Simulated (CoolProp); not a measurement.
Nitrogen at 298.15 K and 0.773 MPa is throttled through a valve to 0.538 MPa with no heat exchange. Each further row changes one setting.

Model: reference Helmholtz-energy equation of state, Span 2000, in CoolProp.

```
case                       temperature change (K)  final density (kg/m³)
-------------------------  ----------------------  ---------------------
as stated                                    -0.5                   6.10
outlet pressure 0.161 MPa                    -1.3                   1.83
outlet pressure 0.699 MPa                    -0.2                   7.91
```
